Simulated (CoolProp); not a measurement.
Vapour-liquid equilibrium of CHF3 (R23) (1) + CH2F2 (R32) (2) at 54.3 kPa; x and y are mole fractions of (1).

Values from CoolProp's multi-fluid Helmholtz-energy mixture model, Penoncello 2003 and Tillner-Roth 1997; pair parameters Bell 2016.

```json
[
 {"x": "0.05", "bubble temperature (K)": "206.7", "y at the bubble point": "0.212", "dew temperature at overall composition x (K)": "209.3", "liquid density (mol/L)": "23.85"},
 {"x": "0.125", "bubble temperature (K)": "202.5", "y at the bubble point": "0.434", "dew temperature at overall composition x (K)": "208.1", "liquid density (mol/L)": "23.72"},
 {"x": "0.2", "bubble temperature (K)": "199.0", "y at the bubble point": "0.583", "dew temperature at overall composition x (K)": "206.9", "liquid density (mol/L)": "23.57"},
 {"x": "0.275", "bubble temperature (K)": "196.1", "y at the bubble point": "0.687", "dew temperature at overall composition x (K)": "205.6", "liquid density (mol/L)": "23.38"},
 {"x": "0.35", "bubble temperature (K)": "193.6", "y at the bubble point": "0.762", "dew temperature at overall composition x (K)": "204.2", "liquid density (mol/L)": "23.19"},
 {"x": "0.425", "bubble temperature (K)": "191.5", "y at the bubble point": "0.818", "dew temperature at overall composition x (K)": "202.7", "liquid density (mol/L)": "22.98"},
 {"x": "0.5", "bubble temperature (K)": "189.6", "y at the bubble point": "0.861", "dew temperature at overall composition x (K)": "201.1", "liquid density (mol/L)": "22.76"},
 {"x": "0.575", "bubble temperature (K)": "187.9", "y at the bubble point": "0.894", "dew temperature at overall composition x (K)": "199.3", "liquid density (mol/L)": "22.53"},
 {"x": "0.65", "bubble temperature (K)": "186.4", "y at the bubble point": "0.921", "dew temperature at overall composition x (K)": "197.2", "liquid density (mol/L)": "22.30"},
 {"x": "0.725", "bubble temperature (K)": "185.1", "y at the bubble point": "0.943", "dew temperature at overall composition x (K)": "194.9", "liquid density (mol/L)": "22.06"},
 {"x": "0.8", "bubble temperature (K)": "183.9", "y at the bubble point": "0.962", "dew temperature at overall composition x (K)": "192.2", "liquid density (mol/L)": "21.83"},
 {"x": "0.875", "bubble temperature (K)": "182.7", "y at the bubble point": "0.978", "dew temperature at overall composition x (K)": "188.9", "liquid density (mol/L)": "21.59"},
 {"x": "0.95", "bubble temperature (K)": "181.7", "y at the bubble point": "0.992", "dew temperature at overall composition x (K)": "184.7", "liquid density (mol/L)": "21.35"}
]
```

No azeotrope shows between x = 0.05 and 0.95.

The pair parameters rest on a limited set of measurements; away from them the model extrapolates.
